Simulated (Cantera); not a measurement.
A diamond (100) surface in a fixed gas of H2 with x(CH4) = 0.009, x(H) = 0.005, at 1073 K, 0.0550 bar; coverages are run to steady state.

Cantera simulation using the Harris–Goodwin 1993 mechanism for the reconstructed diamond (100) surface; the numbers are that mechanism's predictions, not measurements.

θ: site fractions in the mechanism's names (c6HH fully hydrogenated, c6H* and c6*H radical sites, c6** diradical, c6HM methylated).

| x(CH3) | growth (µm/h) | θ c6HH | θ c6H* | θ c6*H | θ c6** | θ c6HM |
|---|---|---|---|---|---|---|
| 1e-06 | 0.0332 | 0.534 | 0.0252 | 0.425 | 0.0155 | 6.82e-5 |
| 2.5e-06 | 0.0831 | 0.534 | 0.0252 | 0.425 | 0.0155 | 0.000170 |
| 6.2e-06 | 0.206 | 0.534 | 0.0252 | 0.425 | 0.0154 | 0.000423 |
| 1.6e-05 | (withheld) | 0.534 | 0.0252 | 0.424 | 0.0154 | (withheld) |
| 3.9e-05 | 1.29 | 0.532 | 0.0251 | 0.423 | 0.0154 | 0.00265 |
| 9.6e-05 | 3.15 | 0.530 | 0.0249 | 0.421 | 0.0152 | 0.00647 |
| 0.00024 | 7.75 | 0.522 | 0.0246 | 0.415 | 0.0149 | 0.0159 |
| 0.0006 | 18.6 | 0.505 | 0.0237 | 0.400 | 0.0141 | 0.0382 |
| 0.0015 | (withheld) | 0.468 | 0.0219 | 0.369 | (withheld) | (withheld) |

Q: Complete the blanks.

A: 
- 1.6e-05, growth (µm/h): 0.531
- 1.6e-05, θ c6HM: 0.00109
- 0.0015, growth (µm/h): 42.2
- 0.0015, θ c6**: 0.0125
- 0.0015, θ c6HM: 0.0867
